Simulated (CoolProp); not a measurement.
Vapour-liquid equilibrium of dimethyl ether (1) + methanol (2) at 245.5 K; x and y are mole fractions of (1).

Values from CoolProp's multi-fluid Helmholtz-energy mixture model, Wu 2011 and de Reuck 1993; pair parameters Bell 2016.

```
x     bubble pressure (kPa)  y at the bubble point  dew pressure at overall composition x (kPa)  liquid density (mol/L)
----  ---------------------  ---------------------  -------------------------------------------  ----------------------
0.05                  11.72                  0.953                                       0.5999                   25.42
0.15                  29.86                  0.983                                       0.6703                   24.16
0.25                  43.08                  0.988                                       0.7592                   22.99
0.35                  52.45                  0.991                                       0.8754                   21.89
0.45                  59.12                  0.992                                        1.034                   20.85
0.55                  64.18                  0.993                                        1.262                   19.87
0.65                  68.55                  0.994                                        1.621                   18.94
0.75                  73.04                  0.995                                        2.265                   18.06
0.85                  78.35                  0.996                                        3.756                   17.22
0.95                  85.13                  0.998                                        11.01                   16.43
```

No azeotrope shows between x = 0.05 and 0.95.

Pair parameters are fitted to limited data, so mixtures are less certain than the pure fluids. With so large a gap from Raoult's law the liquid may split in two, which this calculation doesn't test in full.
